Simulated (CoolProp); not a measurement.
Properties of n-pentane along the isobar 6.04 bar.

The numbers come from the reference Helmholtz-energy equation of state, Thol 2019 in CoolProp.

| T (K) | phase | density (kg/m³) | cv (kJ/(kg K)) | isothermal compressibility (1/MPa) | expansivity (1/kK) | fugacity coefficient |
|---|---|---|---|---|---|---|
| 458 | gas | 12.31 | 2.269 | 1.788 | 2.789 | 0.9337 |
| 476 | gas | 11.73 | 2.339 | 1.768 | 2.599 | 0.9419 |
| 494 | gas | 11.21 | 2.408 | 1.752 | 2.439 | 0.9488 |
| 512 | gas | 10.74 | 2.476 | 1.739 | [?] | 0.9547 |
| 530 | gas | 10.32 | 2.542 | 1.729 | [?] | 0.9599 |
| 548 | gas | 9.928 | 2.608 | 1.719 | 2.081 | 0.9643 |
| 566 | gas | 9.571 | 2.671 | 1.712 | 1.989 | 0.9682 |
| 584 | gas | 9.241 | 2.734 | 1.705 | 1.906 | 0.9717 |
| 602 | gas | 8.936 | 2.794 | 1.699 | [?] | 0.9747 |
| 620 | gas | 8.651 | 2.853 | 1.694 | 1.763 | 0.9774 |

Fill in the missing entries.


- 512, expansivity (1/kK): 2.303
- 530, expansivity (1/kK): 2.185
- 602, expansivity (1/kK): 1.831
